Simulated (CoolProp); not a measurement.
Properties of carbon monoxide along the isotherm -67.45 °C (Tc = -140.3 °C, pc = 3498 kPa, ω = 0.050).

The numbers come from the reference Helmholtz-energy equation of state, Lemmon 2006 in CoolProp. It is a short technical equation, of lower accuracy than the large ones.

| p (kPa) | phase | cv (kJ/(kg K)) | speed of sound (m/s) | isothermal compressibility (1/MPa) |
|---|---|---|---|---|
| 219 | gas | 0.7437 | 291.9 | 4.590 |
| 437 | gas | 0.7452 | 291.5 | 2.312 |
| 656 | gas | 0.7466 | 291.2 | 1.548 |
| 875 | gas | 0.7481 | 290.8 | 1.166 |
| 1090 | gas | 0.7496 | 290.5 | 0.9407 |
| 1310 | gas | 0.7511 | 290.2 | 0.7866 |
| 1530 | gas | 0.7526 | 290.0 | 0.6767 |
| 1750 | gas | 0.7541 | 289.8 | 0.5945 |
